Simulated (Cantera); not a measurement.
## NO annealing gas

A perfectly stirred reactor is fed with NO : N₂ = 1 : 1.2 (molar parts), at 0.930 bar; it is held at 2075 K, and followed from long to short residence time.

Computed with Cantera and GRI-Mech 3.0 (53 species, 325 reactions).

```tsv
τ (s)	x NO	x N₂O	x O₂	x N₂	x NO₂
3.2	0.0703	2.58e-6	0.192	0.737	9.89e-5
1.6	0.109	5.59e-6	0.172	0.718	0.000145
0.75	0.171	1.33e-5	0.142	0.687	0.000207
0.36	0.246	2.76e-5	0.104	0.650	0.000258
0.17	0.323	4.83e-5	0.0654	0.611	0.000274
0.084	0.379	6.77e-5	0.0373	0.583	0.000252
0.041	0.415	8.22e-5	0.0192	0.565	0.000214
0.020	0.435	9.06e-5	0.00943	0.555	0.000180
0.0095	0.445	9.41e-5	0.00438	0.550	0.000155
0.0046	0.450	9.38e-5	0.00202	0.548	0.000138
```
x: mole fraction; the columns are a selection and need not sum to one.
